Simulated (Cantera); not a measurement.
Input: 1 mol Nb₂O₅, 5.9 mol H₂, at 0.390 bar.

Equilibrium computed with Cantera from the NASA thermochemical tables; the gas is ideal and each condensed phase is pure. Candidate condensed phases: H₂O, Nb, NbO, NbO₂, Nb₂O₅; 12 gas species. Mutual solubility and eutectic melting of coexisting phases are not modelled. Condensed phases not in the tables: the oxides between NbO₂ and Nb₂O₅. The numbers say what is thermodynamically allowed, not how fast it happens.

x: gas mole fraction; n: condensed amount in mol.

| T (K) | x H₂ | x H₂O | x H | x OH | n NbO₂(s) | n Nb₂O₅(s) | n Nb₂O₅(l) |
|---|---|---|---|---|---|---|---|
| 1175 | 0.982 | 0.0180 | 1.95e-7 | 2.48e-11 | 0.212 | 0.894 | 0 |
| 1275 | 0.968 | 0.0321 | 1.16e-6 | 4.48e-10 | 0.379 | 0.811 | 0 |
| 1375 | 0.948 | 0.0522 | 5.34e-6 | 5.30e-9 | 0.616 | 0.692 | 0 |
| 1475 | 0.921 | 0.0787 | 1.99e-5 | 4.46e-8 | 0.928 | 0.536 | 0 |
| 1575 | 0.889 | 0.111 | 6.27e-5 | 2.85e-7 | 1.31 | 0.344 | 0 |
| 1675 | 0.851 | ? | ? | ? | ? | ? | 0 |
| 1775 | 0.830 | 0.169 | 0.000422 | 5.37e-6 | 2.00 | 0 | 0 |
| 1875 | 0.830 | 0.169 | ? | ? | 2.00 | 0 | 0 |
| 1975 | 0.837 | 0.161 | 0.00200 | 3.67e-5 | 1.90 | 0 | 0.0492 |

**Question.** Some entries are withheld; supply them.

**Answer.** 
- 1675, x H₂O: 0.149
- 1675, x H: 0.000171
- 1675, x OH: 1.45e-6
- 1675, n NbO₂(s): 1.76
- 1675, n Nb₂O₅(s): 0.120
- 1875, x H: 0.000956
- 1875, x OH: 1.52e-5
